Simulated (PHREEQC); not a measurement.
A made-up water analysis in mmol/kgw, 70 °C, pH 6.46: Na 190; K 3.93; Ca 9; Mg 13.3; Cl 230; S(6) 0.425; Alkalinity (meq/kgw) 0.00321.

Valence states are taken as typed.

All values are PHREEQC results (Pitzer model, pitzer.dat), not measurements.

Each row changes one thing in this solution. Precipitation was switched off in this run.

```
case                                        HCO3- (mol/kgw)  CO2 (mol/kgw)  MgOH+ (mol/kgw)  HSO4- (mol/kgw)  CO3-2 (mol/kgw)  MgCO3 (mol/kgw)  SI of Halite (NaCl)
------------------------------------------  ---------------  -------------  ---------------  ---------------  ---------------  ---------------  -------------------
as made                                             2.41e-6        1.13e-6          5.25e-7          1.14e-8          2.23e-9          2.10e-9                -3.28
Mg from 13.3 to 6.65 mmol/kgw                       2.69e-6        1.29e-6          2.66e-7          1.20e-8          2.38e-9          1.22e-9                -3.28
pH from 6.46 to 5.5 at the same alkalinity          7.37e-6        3.16e-5          5.76e-8          1.04e-7         7.49e-10         7.06e-10                -3.28
```

Constants without temperature data keep their 25 °C values here.
